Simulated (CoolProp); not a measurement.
Vapour-liquid equilibrium of benzene (1) + cyclohexane (2) at 0.284 MPa; x and y are mole fractions of (1).

Computed with CoolProp (multi-fluid Helmholtz-energy mixture model, Thol 2012 and Zhou 2014; pair parameters Bell 2016).

| x | bubble temperature (°C) | y at the bubble point | dew temperature at overall composition x (°C) | liquid density (mol/L) |
|---|---|---|---|---|
| 0.05 | 118.6 | 0.065 | 118.8 | 8.142 |
| 0.15 | 117.3 | 0.183 | 117.7 | 8.298 |
| 0.25 | 116.4 | 0.287 | 116.7 | 8.458 |
| 0.35 | 115.7 | 0.382 | 115.9 | 8.623 |
| 0.45 | 115.2 | 0.470 | 115.3 | 8.794 |
| 0.55 | 115.0 | 0.555 | 115.0 | 8.971 |
| 0.65 | 115.1 | 0.640 | 115.1 | 9.155 |
| 0.75 | 115.4 | 0.728 | 115.5 | 9.346 |
| 0.85 | 116.0 | 0.825 | 116.2 | 9.545 |
| 0.95 | 117.0 | 0.936 | 117.2 | 9.750 |

y crosses x between x = 0.55 and 0.65: the model has an azeotrope there.

The pair parameters rest on a limited set of measurements; away from them the model extrapolates.
